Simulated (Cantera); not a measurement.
What does this Cantera script print?

```python
import numpy as np
import cantera as ct

gas_names = """
    C CN C2 CCN CNC C2N2 C3 C4 C4N2 C5 N N2 Si SiC SiC2 SiN Si2 Si2C Si2N Si3
""".split()
cond_names = """
    C(gr) Si(cr) Si(L) SiC(b) Si3N4(a)
""".split()


def load(file, names, dense=False):
    # The tables refer to 1 bar. Condensed volumes are neglected.
    table = {s.name: s for s in ct.Species.list_from_file(file)}
    out = []
    for n in names:
        d = dict(table[n].input_data)
        d["thermo"] = dict(d["thermo"], **{"reference-pressure": 1e5})
        if dense:
            d["equation-of-state"] = {"model": "constant-volume", "density": "1e6 g/cm^3"}
        out.append(ct.Species.from_dict(d))
    return out


gas = ct.Solution(thermo="ideal-gas", species=load("nasa_gas.yaml", gas_names))
cond = {s.name: ct.Solution(thermo="fixed-stoichiometry", species=[s], name=s.name)
        for s in load("nasa_condensed.yaml", cond_names, dense=True)}
atoms = {
    'SiC': {'Si': 1, 'C': 1},
    'N2': {'N': 2},
}
top_T = {'C(gr)': 4500, 'SiC(b)': 3050, 'Si3N4(a)': 2400}  # K; cautious upper limits of use, not melting points


def equilibrate(T, P, feed):
    n = {}
    for name, mol in feed.items():
        for a, k in atoms[name].items():
            n[a] = n.get(a, 0.0) + k * mol
    gas.TPX = T, P, n
    mass = sum(n.values()) * gas.mean_molecular_weight
    gas.equilibrate("TP")
    valid = [c for c in cond.values() if c.min_temp <= T <= top_T.get(c.name, c.max_temp)]
    mix = ct.Mixture([(gas, mass / gas.mean_molecular_weight)] + [(c, 0.0) for c in valid])
    mix.T, mix.P = T, P
    mix.equilibrate("TP", solver="vcs", rtol=1e-11, max_steps=5000)
    return mix


results = []
feed = {'SiC': 1, 'N2': 0.39}  # mol
T = 2223.15  # K
P = 101325  # Pa
mix = equilibrate(T, P, feed)
results.append((T, P, feed, dict(zip(mix.species_names, mix.species_moles))))
x = sorted(zip(gas.X, gas.species_names), reverse=True)
print(f"T = {T:g} K  P = {P:g} Pa  gas = {mix.phase_moles(0):.4g} mol")
print("   x: " + "  ".join(f"{s} {v:.3e}" for v, s in x if v > 0.001))
print("   condensed (mol): " + ("  ".join(f"{mix.phase(i).name} {mix.phase_moles(i):.4g}"
      for i in range(1, mix.n_phases) if mix.phase_moles(i) > 1e-12) or "none"))
```

Output:

```
T = 2223.15 K  P = 101325 Pa  gas = 0.39 mol
   x: N2 9.999e-01
   condensed (mol): C(gr) 1.141e-05  SiC(b) 1
```

Method: chemical equilibrium by Gibbs-energy minimisation in Cantera with the NASA 1993 tables (ideal gas, pure condensed phases).
